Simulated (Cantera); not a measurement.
# Thermodynamics of thermal oxidation and active oxidation of silicon, feed Si + CO₂ + H₂

A closed system holds: 1 mol Si, a varied amount of CO₂, 1.3 mol H₂, equilibrated at 1575 °C and 4.20 bar.

Cantera equilibrium calculation (NASA polynomials, part measured and part estimated; ideal gas, pure solids and liquids). Candidate condensed phases: C, C₆H₆, C₇H₈, C₈H₁₈, H₂O, Si, SiC, SiO₂; 123 gas species. Each liquid is taken as pure. Mutual solubility and eutectic melting of coexisting phases are not modelled. The tables hold silica as quartz up to 1696 K and as liquid above; real silica turns to tridymite and cristobalite and melts near 1996 K. Gases not in the tables: Si(OH)₄, Si₂H₆ and higher silanes. Equilibrium is a limit: real reactors are often held back by kinetics, nucleation or transport.

```
n(CO₂) (mol)  log p H₂  log p CO  log p CO₂  log p H₂O  log p SiO  n Si(l)  n SiC(s)  n SiO₂(condensed)  n C(graphite)
------------  --------  --------  ---------  ---------  ---------  -------  --------  -----------------  -------------
0.15              0.61     -2.00      -6.72      -3.50      -1.14    0.694     0.147              0.137              0
0.22              0.61     -2.00      -6.72      -3.50      -1.14    0.554     0.217              0.207              0
0.35              0.61     -2.00      -6.72      -3.50      -1.14    0.294     0.347              0.337              0
0.53              0.61     -0.88      -5.22      -3.14      -1.52        0     0.487              0.504              0
0.82              0.50      0.02      -4.04      -2.95      -1.81        0     0.391              0.603              0
1.3               0.36      0.28      -3.69      -3.00      -1.90        0     0.230              0.763              0
1.9               0.24      0.39      -3.48      -3.02      -2.00        0         0              0.993         0.0914
3                -0.13      0.40      -0.35      -0.27      -5.12        0         0              1.000              0
4.6              -0.56      0.32       0.08      -0.19      -5.63        0         0              1.000              0
```
log p: log10 of the partial pressure in bar; n: condensed amount in mol.

From 0.15 mol CO₂ to 0.35 mol CO₂ the condensed part is Si(l) + SiC(s) + SiO₂(condensed). From 0.53 mol CO₂ to 1.3 mol CO₂ the condensed part is SiC(s) + SiO₂(condensed). At 1.9 mol CO₂ the condensed part is C(graphite) + SiO₂(condensed). From 3 mol CO₂ to 4.6 mol CO₂ the condensed part is SiO₂(condensed).
